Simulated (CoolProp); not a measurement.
A Linde-Hampson liquefier for oxygen: isothermal reversible compression at 200 K from 1 atm to 25 MPa, throttling to 1 atm, return gas leaving the recuperator 10 K below the feed. Each further row changes one setting.

Values from CoolProp's reference Helmholtz-energy equation of state, Schmidt 1985.

```tsv
case	liquid yield per pass	compression work (kJ/kg of gas)
as stated	[?]	254
high pressure 50 MPa	[?]	[?]
warm-end temperature 230 K	[?]	[?]
warm-end gap 15 K	[?]	254
```

Q: What belongs in the gaps?

A: 
- as stated, liquid yield per pass: 0.340
- high pressure 50 MPa, liquid yield per pass: 0.354
- high pressure 50 MPa, compression work (kJ/kg of gas): 287
- warm-end temperature 230 K, liquid yield per pass: 0.235
- warm-end temperature 230 K, compression work (kJ/kg of gas): 307
- warm-end gap 15 K, liquid yield per pass: 0.330
